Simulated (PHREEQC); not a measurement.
A made-up water analysis in mmol/kgw, 20 °C, pH 6.02, pe 11.5:

```
constituent                mmol/kgw
-------------------------  --------
Na                             0.07
K                            0.0649
Ca                           0.0311
Mg                           0.0362
Cl                            0.161
S(6)                          0.014
Alkalinity (meq/kgw)          0.073
Li                         0.000639
O(0) (counted as O atoms)    0.0102
Si                         0.000614
Pb                           0.0021
```

Na is adjusted to close the charge balance.
Valence states are taken as typed.

All values are PHREEQC results (ion-association model, phreeqc.dat), not measurements.

```tsv
quantity	before	after
Pb+2 (mol/kgw)	1.85e-6	5.86e-6
PbHCO3+ (mol/kgw)	9.94e-8	1.14e-6
PbCO3 (mol/kgw)	9.39e-8	1.06e-6
MgSO4 (mol/kgw)	8.68e-8	1.15e-6
SI of Cerussite (PbCO3)	-1.08	-0.03
SI of Pb(OH)2 (Pb(OH)2)	-2.05	-1.59
```

Problem. Which change was made?
(A) all concentrations times 4 at the same typed pH
(B) temperature from 20 to 25 °C at the same typed pH
(C) Li from 0.000639 to 0.00032 mmol/kgw
(D) pH from 6.02 to 6.32 at the same alkalinity

Solution. A, all concentrations times 4 at the same typed pH

Precipitation was switched off in this run.
